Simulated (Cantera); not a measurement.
Input: 1 mol B, a varied amount of O₂, 17 mol H₂, at 1725 K and 5100 Pa.

These are equilibrium values from Cantera (NASA tables, ideal gas, pure condensed phases), not measurements of a reactor. Candidate condensed phases: B, B₂O₃, B₃O₃H₃, H₂O; 23 gas species. Kinetics and transport are ignored.

### Question
At 2.8 mol O₂, list the 5 most abundant gas species with their mole fractions, and the condensed phases.

### Answer
H₂ 0.736, H₂O 0.207, HBO₂ 0.0549, B₂O₃ 0.000922, H 0.000706. Condensed: gas only.
